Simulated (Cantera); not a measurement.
An adiabatic, constant-volume homogeneous reactor starts with CH₄ : O₂ : N₂ : H₂O = 1 : 3.51 : 13.2 : 0.79 (molar parts), equivalence ratio 0.57, at 1450 K and 2.27 atm. Integrator tolerance rtol = 1e-08.

Model: GRI-Mech 3.0 (53 species, 325 reactions), integrated in Cantera.

Q: What does this change do: CH4 1 to 0.38 parts?

A: 
| quantity | before | after |
|---|---|---|
| time of steepest temperature rise | 0.863 ms | 0.632 ms |
| temperature at 3.00 s | 2616 K | 2010 K |
| equilibrium temperature | 2616 K | 2009 K |
| x(CH₄) at 3.00 s | <1e-12 (gas-phase equilibrium <1e-12) | <1e-12 (gas-phase equilibrium <1e-12) |
| x(O₂) at 3.00 s | 0.0726 (gas-phase equilibrium 0.0726) | 0.150 (gas-phase equilibrium 0.150) |
| x(H₂O) at 3.00 s | 0.140 (gas-phase equilibrium 0.140) | 0.0859 (gas-phase equilibrium 0.0859) |
| x(C₂H) at 3.00 s | <1e-12 (gas-phase equilibrium <1e-12) | <1e-12 (gas-phase equilibrium <1e-12) |
| x(HCO) at 3.00 s | 2.99e-9 (gas-phase equilibrium 2.99e-9) | <1e-12 (gas-phase equilibrium <1e-12) |
| x(HCN) at 3.00 s | 3.97e-11 (gas-phase equilibrium 3.97e-11) | <1e-12 (gas-phase equilibrium <1e-12) |
| x(CO) at 3.00 s | 0.00577 (gas-phase equilibrium 0.00577) | 4.42e-5 (gas-phase equilibrium 4.38e-5) |

Q: What does this change do: initial temperature 1450 to 1200 K?

A: 
```
quantity                                                              before                                      after
---------------------------------  -----------------------------------------  -----------------------------------------
time of steepest temperature rise                                   0.863 ms                                    16.7 ms
temperature at 3.00 s                                                 2616 K                                     2476 K
equilibrium temperature                                               2616 K                                     2476 K
x(CH₄) at 3.00 s                       <1e-12 (gas-phase equilibrium <1e-12)      <1e-12 (gas-phase equilibrium <1e-12)
x(O₂) at 3.00 s                        0.0726 (gas-phase equilibrium 0.0726)      0.0742 (gas-phase equilibrium 0.0742)
x(H₂O) at 3.00 s                         0.140 (gas-phase equilibrium 0.140)        0.144 (gas-phase equilibrium 0.144)
x(C₂H) at 3.00 s                       <1e-12 (gas-phase equilibrium <1e-12)      <1e-12 (gas-phase equilibrium <1e-12)
x(HCO) at 3.00 s                     2.99e-9 (gas-phase equilibrium 2.99e-9)  7.31e-10 (gas-phase equilibrium 7.31e-10)
x(HCN) at 3.00 s                   3.97e-11 (gas-phase equilibrium 3.97e-11)  7.47e-12 (gas-phase equilibrium 7.47e-12)
x(CO) at 3.00 s                      0.00577 (gas-phase equilibrium 0.00577)    0.00279 (gas-phase equilibrium 0.00279)
```
